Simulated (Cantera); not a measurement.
An adiabatic, constant-pressure homogeneous reactor starts with H2 : O2 : N2 = 1 : 0.312 : 2.53 (molar parts), equivalence ratio 1.6, at 1823 K and 0.910 bar. Integrator tolerance rtol = 1e-08.

Cantera simulation using GRI-Mech 3.0 (53 species, 325 reactions); the numbers are that mechanism's predictions, not measurements.

Problem. What does this change do: constant volume in place of constant pressure?

Solution. 
| quantity | before | after |
|---|---|---|
| time of steepest temperature rise | 9.54 µs | 9.49 µs |
| temperature at 2.00 s | 2724 K | 2840 K |
| equilibrium temperature | 2724 K | 2840 K |
| x(H2) at 2.00 s | 0.103 (gas-phase equilibrium 0.103) | 0.103 (gas-phase equilibrium 0.103) |
| x(O2) at 2.00 s | 0.000707 (gas-phase equilibrium 0.000707) | 0.00110 (gas-phase equilibrium 0.00110) |
| x(H2O) at 2.00 s | 0.161 (gas-phase equilibrium 0.161) | 0.155 (gas-phase equilibrium 0.155) |
| x(H) at 2.00 s | 0.0211 (gas-phase equilibrium 0.0211) | 0.0264 (gas-phase equilibrium 0.0264) |
| x(NO2) at 2.00 s | 7.20e-8 (gas-phase equilibrium 7.20e-8) | 1.44e-7 (gas-phase equilibrium 1.44e-7) |
| x(NO) at 2.00 s | 0.00182 (gas-phase equilibrium 0.00182) | 0.00266 (gas-phase equilibrium 0.00266) |
